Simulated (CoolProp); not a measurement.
A closed Brayton cycle with carbon dioxide: compressor inlet 314.15 K and 8.6 MPa, high pressure 18.9 MPa, turbine inlet 770 K, compressor efficiency 0.89, turbine efficiency 0.85, recuperator effectiveness 0.9 (on enthalpy, no pinch check). Each further row changes one setting.

Model: reference Helmholtz-energy equation of state, Span 1996, in CoolProp.

```
case                           thermal efficiency (%)  net work (kJ/kg)  compressor to turbine work  compressor exit (K)  turbine exit (K)
-----------------------------  ----------------------  ----------------  --------------------------  -------------------  ----------------
as stated                                        29.3              65.2                        0.29                363.0             683.7
turbine inlet 720 K                              27.8              58.3                           ?                363.0                 ?
compressor inlet 324.15 K                           ?                 ?                        0.38                    ?             683.7
high pressure 16.1 MPa                           27.0              53.9                           ?                353.0             700.9
recuperator effectiveness 0.5                    17.4              65.2                        0.29                363.0             683.7
```

Some entries are withheld; supply them.


- turbine inlet 720 K, compressor to turbine work: 0.31
- turbine inlet 720 K, turbine exit (K): 636.8
- compressor inlet 324.15 K, thermal efficiency (%): 28.6
- compressor inlet 324.15 K, net work (kJ/kg): 56.5
- compressor inlet 324.15 K, compressor exit (K): 386.3
- high pressure 16.1 MPa, compressor to turbine work: 0.27
